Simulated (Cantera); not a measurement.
An adiabatic, constant-volume homogeneous reactor starts with CH₄ : O₂ : N₂ = 1 : 2.2 : 8.26 (molar parts), equivalence ratio 0.91, at 1650 K and 6.51 atm. Integrator tolerance rtol = 1e-08.

Cantera simulation using GRI-Mech 3.0 (53 species, 325 reactions); the numbers are that mechanism's predictions, not measurements. Above 3000 K some thermodynamic fits are extrapolated.

Q: What does this change do: constant pressure in place of constant volume?

A: 
```json
[
 {"quantity": "time of steepest temperature rise", "before": "63.4 µs", "after": "68.2 µs"},
 {"quantity": "temperature at 0.700 s", "before": "3081 K", "after": "2896 K"},
 {"quantity": "equilibrium temperature", "before": "3081 K", "after": "2896 K"},
 {"quantity": "x(CH₄) at 0.700 s", "before": "<1e-12 (gas-phase equilibrium <1e-12)", "after": "<1e-12 (gas-phase equilibrium <1e-12)"},
 {"quantity": "x(O₂) at 0.700 s", "before": "0.0259 (gas-phase equilibrium 0.0259)", "after": "0.0249 (gas-phase equilibrium 0.0249)"},
 {"quantity": "x(OH) at 0.700 s", "before": "0.0232 (gas-phase equilibrium 0.0232)", "after": "0.0186 (gas-phase equilibrium 0.0186)"},
 {"quantity": "x(CO₂) at 0.700 s", "before": "0.0473 (gas-phase equilibrium 0.0473)", "after": "0.0544 (gas-phase equilibrium 0.0544)"},
 {"quantity": "x(C₂H₂) at 0.700 s", "before": "<1e-12 (gas-phase equilibrium <1e-12)", "after": "<1e-12 (gas-phase equilibrium <1e-12)"},
 {"quantity": "x(C₂H₄) at 0.700 s", "before": "<1e-12 (gas-phase equilibrium <1e-12)", "after": "<1e-12 (gas-phase equilibrium <1e-12)"},
 {"quantity": "x(CH₂O) at 0.700 s", "before": "2.68e-9 (gas-phase equilibrium 2.68e-9)", "after": "9.06e-10 (gas-phase equilibrium 9.06e-10)"}
]
```
